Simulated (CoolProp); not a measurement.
Octamethylcyclotetrasiloxane (D4) along the isotherm 337.95 °C: density (kg/m³) from the reference equation and from simpler models built on Tc = 313.4 °C, pc = 1347 kPa, ω = 0.598; each cubic takes its own stable root.

Computed with CoolProp (reference Helmholtz-energy equation of state, Thol 2015).

```csv
p (kPa),phase,reference
211,gas,12.95
421,gas,27.31
632,gas,43.70
842,gas,62.69
1050,gas,85.34
1260,gas,114.4
1470,supercritical,154.7
1680,supercritical,219.9
1890,supercritical,316.8
2110,supercritical,390.5
2320,supercritical,429.0
2530,supercritical,453.8
2740,supercritical,471.8
2950,supercritical,486.0
3160,supercritical,497.7
3370,supercritical,507.7
```

### Question
How far does each simpler model (Redlich-Kwong, Soave-Redlich-Kwong) lie from the reference over these 16 states: mean and median of the absolute difference, and the worst?

### Answer
- Redlich-Kwong: mean 5.8 %, median 5.9 %, worst +16.6 % at 337.95 °C and 1680 kPa
- Soave-Redlich-Kwong: mean 8.9 %, median 10.6 %, worst -17.0 % at 337.95 °C and 2320 kPa
